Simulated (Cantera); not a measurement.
Feed: 1 mol C2H4, 0.078 mol O2, 7.4 mol N2, 2 mol NH3, held at 0.100 bar.

These are equilibrium values from Cantera (NASA tables, ideal gas, pure condensed phases), not measurements of a reactor. Candidate condensed phases: C, C6H6, C7H8, C8H18, H2O; 169 gas species. Ions and electrons are included (thermal ionisation). Equilibrium is a limit: real reactors are often held back by kinetics, nucleation or transport. All values below are at 4000 K.

Base state: H 0.486, N2 0.409, C 0.0408, CN 0.0317, H2 0.00931, CO 0.00795, C2 0.00445, N 0.00359 (mole fractions); condensed: gas only.

### Question
What changes in the equilibrium state with this change: N2 from 7.4 to 0.36 mol?

### Answer
| species | before | after |
|---|---|---|
| H | 0.486 | 0.753 |
| N2 | 0.409 | 0.0942 |
| C | 0.0408 | 0.0644 |
| C2 | 0.00445 | 0.0111 |
| H2 | 0.00931 | 0.0223 |
| CO | 0.00795 | 0.0126 |
| CN | 0.0317 | 0.0241 |
| C5 | 1.79e-6 | 1.75e-5 |
| C4 | 4.64e-6 | 2.87e-5 |
